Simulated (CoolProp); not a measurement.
Vapour-liquid equilibrium of n-hexane (1) + m-xylene (2) at 344.9 K; x and y are mole fractions of (1).

The numbers come from the multi-fluid Helmholtz-energy mixture model, Thol 2019 and Zhou 2012; pair parameters Bell 2016 in CoolProp.

Problem. Give the bubble pressure and the first vapour's composition at x = 0.35, 0.65, 0.725. Is there an azeotrope?

Solution. x = 0.35: 53.69 kPa, y = 0.866; x = 0.65: 83.09 kPa, y = 0.946; x = 0.725: 88.96 kPa, y = 0.957. No azeotrope shows between x = 0.05 and 0.95.

Pair parameters are fitted to limited data, so mixtures are less certain than the pure fluids.
